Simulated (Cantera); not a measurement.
**Thermodynamics of halide evaporation, hydrolysis and transport, feed NaCl + HCl + H2**

Input: 1 mol NaCl, a varied amount of HCl, 0.2 mol H2, equilibrated at 1498 K and 0.140 bar.

Method: chemical equilibrium by Gibbs-energy minimisation in Cantera with the NASA 1993 tables (ideal gas, pure condensed phases). Candidate condensed phases: Na, NaCl; 10 gas species. Equilibrium is a limit: real reactors are often held back by kinetics, nucleation or transport.

```json
[
 {"n(HCl) (mol)": "0.018", "x NaCl": "0.649", "x H2": "0.187", "x HCl": "0.0181", "x Na2Cl2": "0.144", "x Na": "0.00125", "x H": "1.99e-5", "x Cl": "1.55e-6"},
 {"n(HCl) (mol)": "0.032", "x NaCl": "0.642", "x H2": "0.185", "x HCl": "0.0304", "x Na2Cl2": "0.142", "x Na": "0.000732", "x H": "1.97e-5", "x Cl": "2.62e-6"},
 {"n(HCl) (mol)": "0.045", "x NaCl": "0.636", "x H2": "0.183", "x HCl": "0.0417", "x Na2Cl2": "0.139", "x Na": "0.000525", "x H": "1.96e-5", "x Cl": "3.61e-6"},
 {"n(HCl) (mol)": "0.058", "x NaCl": "0.630", "x H2": "0.180", "x HCl": "0.0528", "x Na2Cl2": "0.136", "x Na": "0.000408", "x H": "1.95e-5", "x Cl": "4.60e-6"},
 {"n(HCl) (mol)": "0.071", "x NaCl": "0.624", "x H2": "0.178", "x HCl": "0.0636", "x Na2Cl2": "0.134", "x Na": "0.000333", "x H": "1.94e-5", "x Cl": "5.58e-6"},
 {"n(HCl) (mol)": "0.084", "x NaCl": "0.618", "x H2": "0.176", "x HCl": "0.0743", "x Na2Cl2": "0.131", "x Na": "0.000281", "x H": "1.93e-5", "x Cl": "6.56e-6"},
 {"n(HCl) (mol)": "0.097", "x NaCl": "0.613", "x H2": "0.174", "x HCl": "0.0846", "x Na2Cl2": "0.129", "x Na": "0.000243", "x H": "1.92e-5", "x Cl": "7.52e-6"},
 {"n(HCl) (mol)": "0.11", "x NaCl": "0.607", "x H2": "0.172", "x HCl": "0.0948", "x Na2Cl2": "0.126", "x Na": "0.000214", "x H": "1.90e-5", "x Cl": "8.47e-6"},
 {"n(HCl) (mol)": "0.12", "x NaCl": "0.603", "x H2": "0.170", "x HCl": "0.102", "x Na2Cl2": "0.125", "x Na": "0.000196", "x H": "1.90e-5", "x Cl": "9.19e-6"},
 {"n(HCl) (mol)": "0.14", "x NaCl": "0.594", "x H2": "0.167", "x HCl": "0.117", "x Na2Cl2": "0.121", "x Na": "0.000167", "x H": "1.88e-5", "x Cl": "1.06e-5"},
 {"n(HCl) (mol)": "0.15", "x NaCl": "0.590", "x H2": "0.166", "x HCl": "0.125", "x Na2Cl2": "0.119", "x Na": "0.000155", "x H": "1.87e-5", "x Cl": "1.13e-5"},
 {"n(HCl) (mol)": "0.16", "x NaCl": "0.586", "x H2": "0.164", "x HCl": "0.132", "x Na2Cl2": "0.118", "x Na": "0.000145", "x H": "1.86e-5", "x Cl": "1.20e-5"},
 {"n(HCl) (mol)": "0.18", "x NaCl": "0.578", "x H2": "0.161", "x HCl": "0.145", "x Na2Cl2": "0.115", "x Na": "0.000129", "x H": "1.85e-5", "x Cl": "1.34e-5"}
]
```
x: gas mole fraction; nothing condenses.

From 0.018 mol HCl to 0.18 mol HCl nothing is condensed. The main Na-bearing gas is NaCl throughout.
